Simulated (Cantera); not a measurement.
Charge: 1 mol LiOH, 0.061 mol H2O, at 1800 K and 9.75 Torr.

Cantera equilibrium calculation (NASA polynomials, part measured and part estimated; ideal gas, pure solids and liquids). Candidate condensed phases: H2O, Li, LiH, LiOH, Li2O; 17 gas species. The numbers say what is thermodynamically allowed, not how fast it happens.

Base state: LiOH 0.850, H2O 0.0957, Li2O 0.0319, Li 0.0159, O2 0.00400, OH 0.000742, H2 0.000715, Li2(OH)2 0.000441 (mole fractions); condensed: gas only.

### Question
What changes in the equilibrium state with this change: LiOH replaced by CsOH?

### Answer
```
species     before     after
--------  --------  --------
CsOH             0     0.732
Cs               0     0.123
H2O         0.0957     0.113
LiOH         0.850         0
Li2O        0.0319         0
Li          0.0159         0
O2         0.00400    0.0303
Li2(OH)2  0.000441         0
CsO              0  0.000433
LiO       0.000382         0
Li2O2      7.32e-5         0
```
Further candidate phases: Cs, CsOH.

### Question
What changes in the equilibrium state with this change: H2O from 0.061 to 4.9 mol?

### Answer
```
species     before     after
--------  --------  --------
H2O         0.0957     0.819
LiOH         0.850     0.167
H2        0.000715   0.00683
Li2O        0.0319  0.000144
Li          0.0159   0.00113
Li2O2      7.32e-5   2.96e-7
Li2(OH)2  0.000441   1.70e-5
```
